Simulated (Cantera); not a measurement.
Feed: 1 mol TEOS, 0.71 mol O₃, 0.29 mol H₂, 0.55 mol N₂O, held at 465 Torr.

Equilibrium computed with Cantera from the NASA thermochemical tables; the gas is ideal and each condensed phase is pure. Candidate condensed phases: C, C₆H₆, C₇H₈, C₈H₁₈, H₂O, Si, SiC, SiO₂, Si₂N₂O, Si₃N₄; 151 gas species. The feed counts by its element totals alone. Kinetics and transport are ignored.

At 1825 K, list the 5 most abundant gas species with their mole fractions, and the condensed phases.

H₂ 0.586, CO 0.379, N₂ 0.0309, SiO 0.00226, HCN 0.000932. Condensed: C(graphite) + SiC(s).
